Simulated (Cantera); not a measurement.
## Ignition delay

Mixture: CO : H₂ : CH₄ : O₂ : N₂ = 1 : 0.12 : 0.07 : 1.67 : 6.27 (molar parts), at 7.90 bar, adiabatic and at constant pressure. Ignition delay is the time to a rise of 400 K.

Detailed kinetics in Cantera: GRI-Mech 3.0 (53 species, 325 reactions).

| T0 (K) | delay (ms) |
|---|---|
| 1023 | 4.47 |
| 1073 | 1.43 |
| 1123 | 0.517 |
| 1173 | 0.216 |
| 1223 | 0.103 |
| 1273 | 0.0564 |
| 1323 | 0.0349 |

```yaml
apparent activation energy between 1223 and 1323 K: 150 kJ/mol
```
